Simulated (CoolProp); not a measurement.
R21 along the isotherm 473 K: fugacity coefficient from the reference equation and from simpler models built on Tc = 452.7 K, pc = 5.289 MPa, ω = 0.206; each cubic takes its own stable root.

The numbers come from the reference Helmholtz-energy equation of state, Platzer 1990 in CoolProp. This equation is an older, rougher fit; its heat capacities, sound speeds and derivatives of the liquid may be far off and weren't checked against measurements.

```csv
p (MPa),phase,reference,van der Waals,Soave-Redlich-Kwong,Peng-Robinson
0.167,gas,0.9909,0.9916,0.9907,0.9896
0.27,gas,0.9854,0.9864,0.9850,0.9831
0.437,gas,0.9763,0.9780,0.9758,0.9728
0.705,gas,0.9618,0.9645,0.9610,0.9563
1.14,gas,0.9384,0.9428,0.9373,0.9299
1.84,gas,0.9008,0.9078,0.8995,0.8883
2.97,gas,0.8405,0.8515,0.8396,0.8231
4.8,gas,0.7423,0.7586,0.7441,0.7214
7.76,supercritical,0.5765,0.5915,0.5870,0.5615
12.5,supercritical,0.4180,0.4492,0.4364,0.4109
20.3,supercritical,0.3200,0.3692,0.3419,0.3146
32.7,supercritical,0.2722,0.3479,0.2969,0.2643
52.9,supercritical,0.2707,0.4033,0.3000,0.2544
```
